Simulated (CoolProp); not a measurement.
Vapour-liquid equilibrium of R125 (1) + R245fa (2) at 0.0258 MPa; x and y are mole fractions of (1).

The numbers come from the multi-fluid Helmholtz-energy mixture model, Lemmon 2005 and Akasaka 2015; pair parameters Bell 2016 in CoolProp.

Problem. Give the bubble temperature and the first vapour's composition at x = 0.35, 0.65, 0.85. Is there an azeotrope?

Solution. x = 0.35: -56.9 °C, y = 0.955; x = 0.65: -66.0 °C, y = 0.988; x = 0.85: -70.0 °C, y = 0.996. No azeotrope shows between x = 0.05 and 0.95.

Pair parameters are fitted to limited data, so mixtures are less certain than the pure fluids.
